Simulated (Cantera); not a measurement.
# Adiabatic ignition

An adiabatic, constant-volume homogeneous reactor starts with 30.5 % CO, 3.71 % H2, 8.11 % O2, 57.7 % N2, at 1675 K and 4.70 bar.

Cantera simulation using GRI-Mech 3.0 (53 species, 325 reactions); the numbers are that mechanism's predictions, not measurements. The hydrogen kinetics of GRI-Mech 3.0 are dated; newer H2 mechanisms differ, most at raised pressure.

```tsv
t (s)	T (K)	P (bar)	x CO	x H2	x O2	x NO	x HO2
9.00e-6	2219	6.06	0.229	0.00670	0.0194	7.52e-5	1.20e-5
2.28e-5	2697	7.15	0.213	0.00672	0.0109	0.000450	3.91e-6
5.77e-5	2916	7.62	0.202	0.00626	0.00492	0.00147	2.02e-6
0.000146	2940	7.67	0.201	0.00627	0.00373	0.00302	1.65e-6
0.000370	2932	7.65	0.201	0.00635	0.00346	0.00451	1.54e-6
0.000936	2930	7.65	0.202	0.00637	0.00339	0.00493	1.51e-6
0.00237	2930	7.65	0.202	0.00637	0.00339	0.00494	1.51e-6
0.00600	2930	7.65	0.202	0.00637	0.00339	0.00494	1.51e-6
0.0152	2930	7.65	0.202	0.00637	0.00339	0.00494	1.51e-6
0.0385	2930	7.65	0.202	0.00637	0.00339	0.00494	1.51e-6
0.0974	2930	7.65	0.202	0.00637	0.00339	0.00494	1.51e-6
0.246	2930	7.65	0.202	0.00637	0.00339	0.00494	1.51e-6
0.624	2930	7.65	0.202	0.00637	0.00339	0.00494	1.51e-6
1.58	2930	7.65	0.202	0.00637	0.00339	0.00494	1.51e-6
4.00	2930	7.65	0.202	0.00637	0.00339	0.00494	1.51e-6
```
x: mole fraction; the columns are a selection and need not sum to one.

```json
{
 "time_of_steepest_temperature_rise": "5.27 µs",
 "temperature at 4.00 s": "2930 K",
 "equilibrium_temperature": "2930 K",
 "x(CO) at 4.00 s": "0.202 (gas-phase equilibrium 0.202)",
 "x(H2) at 4.00 s": "0.00637 (gas-phase equilibrium 0.00637)",
 "x(O2) at 4.00 s": "0.00339 (gas-phase equilibrium 0.00339)"
}
```
